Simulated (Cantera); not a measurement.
What does this Cantera script print?

```python
import numpy as np
import cantera as ct

gas_names = [...]  # 116 gases of nasa_gas.yaml made of C, H, Mg, O
cond_names = """
    C(gr) C6H6(L) C7H8(L) C8H18(L),n-octa H2O(s) H2O(L) Mg(cr) Mg(L) MgCO3(s) MgO(s) MgO(L) MgO2H2(s)
""".split()


# ... load() reads the species with a 1 bar reference pressure and builds the phases ...
atoms = {
    'MgCO3': {'Mg': 1, 'C': 1, 'O': 3},
    'C': {'C': 1},
    'H2O': {'H': 2, 'O': 1},
}
top_T = {'C(gr)': 4500}  # K; cautious upper limits of use, not melting points


# ... equilibrate(T, P, feed) seeds the gas with the atoms and calls Mixture.equilibrate('TP', solver="vcs", rtol=1e-11, max_steps=5000) ...
results = []
T = 798.15  # K
P = 6800  # Pa
for m in [0.061, 0.077, 0.097, 0.12, 0.16, 0.2, 0.25, 0.32, 0.4, 0.51, 0.64, 0.81]:
    feed = {'MgCO3': 1, 'C': m, 'H2O': 0.26}  # mol
    mix = equilibrate(T, P, feed)
    results.append((T, P, feed, dict(zip(mix.species_names, mix.species_moles))))

top = {s: max(r[3][s] / sum(r[3][g] for g in gas_names) for r in results) for s in gas_names}
cols = sorted((s for s in top if top[s] > 0.001), key=lambda s: -top[s])[:5]
seen = [c for c in cond_names if any(r[3].get(c, 0) > 1e-12 for r in results)]
print("log10 of partial pressures in bar; condensed amounts in mol")
print(f"{'n(C)':>10s}" + "".join(f"{s[:9]:>10s}" for s in cols + seen))
for T, P, feed, n in results:
    ng = sum(n[g] for g in gas_names)
    print(f"{feed['C']:10.4g}" + "".join(f"{np.log10(max(n[s] / ng * P / 1e5, 1e-99)):10.3f}" for s in cols)
          + "".join(f"{n.get(c, 0):10.4g}" for c in seen))
```

It prints:

```
log10 of partial pressures in bar; condensed amounts in mol
      n(C)       CO2        CO       H2O        H2       CH4     C(gr)    MgO(s)
     0.061    -1.290    -2.474    -1.981    -2.534    -6.564         0         1
     0.077    -1.297    -2.366    -2.014    -2.452    -6.178         0         1
     0.097    -1.306    -2.259    -2.054    -2.376    -5.802         0         1
      0.12    -1.316    -2.159    -2.101    -2.312    -5.463         0         1
      0.16    -1.336    -2.023    -2.179    -2.235    -5.019         0         1
       0.2    -1.358    -1.919    -2.255    -2.186    -4.690         0         1
      0.25    -1.386    -1.817    -2.347    -2.146    -4.378         0         1
      0.32    -1.422    -1.722    -2.451    -2.120    -4.098   0.01024         1
       0.4    -1.422    -1.722    -2.451    -2.120    -4.098   0.09024         1
      0.51    -1.422    -1.722    -2.451    -2.120    -4.098    0.2002         1
      0.64    -1.422    -1.722    -2.451    -2.120    -4.098    0.3302         1
      0.81    -1.422    -1.722    -2.451    -2.120    -4.098    0.5002         1
```

Method: chemical equilibrium by Gibbs-energy minimisation in Cantera with the NASA 1993 tables (ideal gas, pure condensed phases).
